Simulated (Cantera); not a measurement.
Mixture: 27.4 % H₂, 15.2 % O₂, 57.3 % N₂, at 3750 Torr, adiabatic and at constant pressure. Ignition delay is the time to a rise of 400 K.

Cantera simulation using the H2/O2 subset of GRI-Mech 3.0, which has no nitrogen chemistry; the numbers are that mechanism's predictions, not measurements. The hydrogen kinetics of GRI-Mech 3.0 are dated; newer H2 mechanisms differ, most at raised pressure. Below about 950 K walls govern HO2 and H2O2 in real vessels.

At T0 = 925 K, what is the delay, and which 7 reactions control it most (d ln τ / d ln k, from doubling and halving each rate constant)?

The delay is 88.4 ms.
```json
[
 {"reaction": "2 OH (+M) <=> H2O2 (+M)", "d ln τ / d ln k": "-0.59", "faster rate": "shortens it"},
 {"reaction": "H + H2O2 <=> H2 + HO2", "d ln τ / d ln k": "-0.57", "faster rate": "shortens it"},
 {"reaction": "H + O2 <=> O + OH", "d ln τ / d ln k": "-0.37", "faster rate": "shortens it"},
 {"reaction": "H + O2 + N2 <=> HO2 + N2", "d ln τ / d ln k": "0.16", "faster rate": "lengthens it"},
 {"reaction": "2 HO2 <=> H2O2 + O2", "d ln τ / d ln k": "0.15", "faster rate": "lengthens it"},
 {"reaction": "H + O2 + M <=> HO2 + M", "d ln τ / d ln k": "0.11", "faster rate": "lengthens it"},
 {"reaction": "2 HO2 <=> H2O2 + O2", "d ln τ / d ln k": "0.07", "faster rate": "lengthens it"}
]
```
